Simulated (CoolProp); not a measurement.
Properties of R404A along the isobar 555 kPa.

Computed with CoolProp (reference Helmholtz-energy equation of state, Lemmon 2003). It is a pseudo-pure fit of the blend.

| T (°C) | phase | Z | Joule-Thomson coefficient (K/MPa) | expansivity (1/kK) | fugacity coefficient |
|---|---|---|---|---|---|
| -55.85 | liquid | 0.02243 | -0.3105 | 2.244 | 0.1091 |
| -38.15 | liquid | 0.02162 | -0.2590 | 2.464 | 0.2506 |
| -20.55 | liquid | 0.02106 | -0.1832 | 2.793 | 0.4943 |
| 14.85 | gas | 0.8880 | 20.87 | 5.243 | 0.8985 |
| 32.55 | gas | 0.9115 | 16.75 | 4.500 | 0.9179 |
| 50.15 | gas | 0.9285 | 13.78 | 3.990 | 0.9326 |
| 67.85 | gas | 0.9414 | 11.53 | 3.610 | 0.9441 |
| 85.55 | gas | 0.9514 | 9.803 | 3.313 | 0.9532 |
| 103.25 | gas | 0.9593 | 8.441 | 3.073 | 0.9605 |
| 120.85 | gas | 0.9657 | 7.354 | 2.874 | 0.9665 |
| 138.55 | gas | 0.9709 | 6.462 | 2.704 | 0.9714 |
